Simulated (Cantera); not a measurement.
A Cantera script and its output.

```python
import numpy as np
import cantera as ct

gas = ct.Solution("h2o2.yaml")
gas.TPX = 650, 570000, {'H2': 1, 'O2': 0.455, 'N2': 1.55}
flame = ct.FreeFlame(gas, width=0.012)
flame.set_refine_criteria(ratio=3, slope=0.08, curve=0.16)
flame.transport_model = "mixture-averaged"
flame.solve(loglevel=0, auto=True)
z, T = flame.grid, flame.T
thick = (T[-1] - T[0]) / np.gradient(T, z).max()
show = ['H2', 'O2', 'H2O2', 'HO2', 'O', 'H']
print(f"laminar burning velocity  {flame.velocity[0] * 100:.3f} cm/s")
print(f"burnt temperature         {T[-1]:.1f} K")
print(f"thermal thickness         {thick * 1e3:.4f} mm")
print(f"grid points               {len(z)}")
z0 = z[flame.heat_release_rate.argmax()]
print(f"{'z/mm':>9s}{'T/K':>9s}{'u/(m/s)':>9s}" + "".join(f"{s:>11s}" for s in show))
rows = []
for k in (-3, -2, -1.5, -1, -0.5, -0.25, 0, 0.25, 0.5, 1, 2, 4, 8):
    zz = z0 + k * thick
    rows.append([k * thick, np.interp(zz, z, T), np.interp(zz, z, flame.velocity),
                 *(np.interp(zz, z, flame.X[gas.species_index(s)]) for s in show)])
    print(f"{rows[-1][0] * 1e3:9.3f}{rows[-1][1]:9.1f}{rows[-1][2]:9.3f}" + "".join(f"{x:11.3e}" for x in rows[-1][3:]))
```

It prints:

```
laminar burning velocity  990.477 cm/s
burnt temperature         2718.3 K
thermal thickness         0.0501 mm
grid points               113
     z/mm      T/K  u/(m/s)         H2         O2       H2O2        HO2          O          H
   -0.150    650.0    9.905  3.328e-01  1.514e-01  2.834e-14  5.316e-12  2.158e-14  1.452e-15
   -0.100    650.0    9.905  3.328e-01  1.514e-01  1.455e-12  2.632e-10  2.057e-12  1.509e-13
   -0.075    650.0    9.904  3.328e-01  1.514e-01  4.706e-11  8.208e-09  8.933e-11  9.254e-12
   -0.050    650.2    9.903  3.325e-01  1.515e-01  5.447e-09  8.691e-07  1.006e-08  6.108e-09
   -0.025    677.7   10.206  3.235e-01  1.526e-01  8.045e-06  4.665e-04  9.617e-06  8.244e-05
   -0.013    948.6   13.794  2.801e-01  1.465e-01  6.161e-05  8.261e-04  4.570e-04  4.345e-03
    0.000   1447.3   20.302  1.835e-01  1.059e-01  1.828e-05  3.875e-04  4.505e-03  2.585e-02
    0.013   1801.9   24.915  1.020e-01  5.187e-02  4.555e-06  1.652e-04  8.906e-03  4.376e-02
    0.025   1986.4   27.253  7.298e-02  2.840e-02  2.887e-06  7.923e-05  9.891e-03  4.439e-02
    0.050   2174.2   29.516  6.273e-02  1.766e-02  1.804e-06  3.985e-05  8.518e-03  3.512e-02
    0.100   2350.4   31.530  5.841e-02  1.301e-02  1.249e-06  2.256e-05  5.844e-03  2.397e-02
    0.200   2501.1   33.181  5.296e-02  9.155e-03  9.415e-07  1.239e-05  3.549e-03  1.529e-02
    0.401   2612.3   34.359  4.740e-02  6.100e-03  7.320e-07  6.871e-06  2.056e-03  9.706e-03
```

Model: the H2/O2 subset of GRI-Mech 3.0, which has no nitrogen chemistry, integrated in Cantera. The hydrogen kinetics of GRI-Mech 3.0 are dated; newer H2 mechanisms differ, most at raised pressure. Burning velocities carry a grid error of a few per cent, more on coarse grids.
